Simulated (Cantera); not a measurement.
Input: 1 mol MgO, 0.1 mol C, 0.017 mol H2, equilibrated at 0.000150 bar.

These are equilibrium values from Cantera (NASA tables, ideal gas, pure condensed phases), not measurements of a reactor. Candidate condensed phases: C, C6H6, C7H8, C8H18, H2O, Mg, MgCO3, MgO, Mg(OH)2; 116 gas species. The tables' values for MgH are old estimates; treat these amounts as uncertain. Kinetics and transport are ignored. All values below are at 1423 K.

Base state: CO 0.461, Mg 0.461, H2 0.0783, H 0.000152, MgH 1.49e-5 (mole fractions); condensed: MgO(s).

### Question
What changes in the equilibrium state with this change: MgO replaced by SiO2?

### Answer
```json
[
 {"species": "CO", "before": "0.461", "after": "0.629"},
 {"species": "SiO", "before": "0", "after": "0.231"},
 {"species": "H2", "before": "0.0783", "after": "0.141"},
 {"species": "Mg", "before": "0.461", "after": "0"},
 {"species": "MgH", "before": "1.49e-5", "after": "0"},
 {"species": "H", "before": "0.000152", "after": "0.000203"},
 {"species": "MgO(s), mol", "before": "0.900", "after": "0"},
 {"species": "SiC(s), mol", "before": "0", "after": "0.0240"},
 {"species": "SiO2(β-quartz), mol", "before": "0", "after": "0.948"}
]
```
Mutual solubility and eutectic melting of coexisting phases are not modelled. The tables hold silica as quartz up to 1696 K and as liquid above; real silica turns to tridymite and cristobalite and melts near 1996 K. Further candidate phases: Si, SiC, SiO2.

### Question
What changes in the equilibrium state with this change: MgO replaced by SiC?

### Answer
| species | before | after |
|---|---|---|
| H2 | 0.0783 | 0.999 |
| H | 0.000152 | 0.000542 |
| CO | 0.461 | 0 |
| Mg | 0.461 | 0 |
| MgH | 1.49e-5 | 0 |
| MgO(s), mol | 0.900 | 0 |
| C(graphite), mol | 0 | 0.1000 |
| SiC(s), mol | 0 | 1.00 |
Further candidate phases: Si, SiC.
